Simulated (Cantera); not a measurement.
Charge: 1 mol Fe2O3, 0.96 mol H2O, 4 mol H2, at 1 atm.

Equilibrium computed with Cantera from the NASA thermochemical tables; the gas is ideal and each condensed phase is pure. Candidate condensed phases: Fe, FeO, Fe(OH)2, Fe(OH)3, Fe2O3, Fe3O4, H2O; 12 gas species. The tables' stoichiometric FeO is somewhat more stable than real wüstite, so its field is too wide. FeO: taken at fixed stoichiometry. The numbers say what is thermodynamically allowed, not how fast it happens.

Q: Which condensed phases are stable at each of these points (T (K)): 1100, 1150, 1200, 1250, 1300, 1350, 1400, 1450, 1500, 1550, 1600, 1650, 1700?

A: 
```
T (K)  condensed phases  Fe condensed (%)
-----  ----------------  ----------------
1100             FeO(s)             100.0
1150             FeO(s)             100.0
1200             FeO(s)             100.0
1250             FeO(s)             100.0
1300             FeO(s)             100.0
1350             FeO(s)             100.0
1400             FeO(s)             100.0
1450             FeO(s)             100.0
1500             FeO(s)             100.0
1550             FeO(s)             100.0
1600             FeO(s)             100.0
1650             FeO(l)             100.0
1700             FeO(l)             100.0
```

From 1100 K to 1600 K the condensed part is FeO(s). From 1650 K to 1700 K the condensed part is FeO(l).
